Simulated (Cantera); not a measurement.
Cantera run, input and output.

```python
import numpy as np
import cantera as ct

gas = ct.Solution("gri30.yaml")
gas.TPX = 1900, 53000, {'NO': 1, 'N2': 4.7}
reactor = ct.IdealGasConstPressureReactor(gas, energy="off", clone=False)
net = ct.ReactorNet([reactor])
net.rtol, net.atol = 1e-08, 1e-18
show = ['NO', 'N2O', 'NO2', 'N2', 'O', 'O2']
times = np.geomspace(0.0008, 5, 9)

steps = ct.SolutionArray(gas, extra=["t"])
rows = []
print(f"{'t/s':>10s}{'T/K':>9s}{'P/Pa':>11s}" + "".join(f"{s:>11s}" for s in show))
for t in times:
    while net.time < t:
        t_next = net.step()
        steps.append(gas.state, t=t_next)
    rows.append([np.interp(t, steps.t, y) for y in (steps.T, steps.P, *steps(*show).X.T)])
    print(f"{t:10.3e}{rows[-1][0]:9.1f}{rows[-1][1]:11.4g}" + "".join(f"{x:11.3e}" for x in rows[-1][2:]))
rate = np.gradient(steps.T, steps.t)
print("integrator steps:", len(steps.t))
if steps.T.max() > steps.T[0] + 200:
    print(f"time of steepest temperature rise: {steps.t[rate.argmax()]:.4e} s")
gas.TPX = 1900, 53000, {'NO': 1, 'N2': 4.7}
gas.equilibrate("TP")
print(f"equilibrium (TP): T = {gas.T:.1f} K  " + "  ".join(f"{s} {gas[s].X[0]:.3e}" for s in show))
```

Output:

```
       t/s      T/K       P/Pa         NO        N2O        NO2         N2          O         O2
 8.000e-04   1900.0    5.3e+04  1.754e-01  5.526e-06  4.117e-06  8.246e-01  4.346e-06  2.185e-07
 2.385e-03   1900.0    5.3e+04  1.754e-01  1.077e-05  1.480e-05  8.246e-01  1.238e-05  3.330e-06
 7.113e-03   1900.0    5.3e+04  1.753e-01  1.349e-05  2.745e-05  8.246e-01  2.152e-05  3.993e-05
 2.121e-02   1900.0    5.3e+04  1.750e-01  1.355e-05  2.906e-05  8.248e-01  2.271e-05  1.882e-04
 6.325e-02   1900.0    5.3e+04  1.741e-01  1.340e-05  3.115e-05  8.252e-01  2.432e-05  6.339e-04
 1.886e-01   1900.0    5.3e+04  1.714e-01  1.296e-05  3.650e-05  8.266e-01  2.858e-05  1.969e-03
 5.623e-01   1900.0    5.3e+04  1.634e-01  1.171e-05  4.777e-05  8.306e-01  3.851e-05  5.945e-03
 1.677e+00   1900.0    5.3e+04  1.409e-01  8.631e-06  6.303e-05  8.418e-01  5.782e-05  1.715e-02
 5.000e+00   1900.0    5.3e+04  9.065e-02  3.583e-06  6.148e-05  8.669e-01  8.649e-05  4.229e-02
integrator steps: 600
equilibrium (TP): T = 1900.0 K  NO 3.952e-03  N2O 1.755e-07  NO2 3.777e-06  N2 9.102e-01  O 1.207e-04  O2 8.567e-02
```

Model: GRI-Mech 3.0 (53 species, 325 reactions), integrated in Cantera.
